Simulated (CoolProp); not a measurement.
Computed with CoolProp (reference Helmholtz-energy equation of state, de Reuck 1990).

**Question.** Give the vapour pressure (MPa), liquid density (kg/m³), vapour density (kg/m³), liquid cp (kJ/(kg K)) of saturated fluorine at 99.6 K.

**Answer.** 
```json
[
 {"T (K)": "99.6", "p (MPa)": "0.414", "liquid density (kg/m³)": "1390", "vapour density (kg/m³)": "20.8", "liquid cp (kJ/(kg K))": "1.58"}
]
```
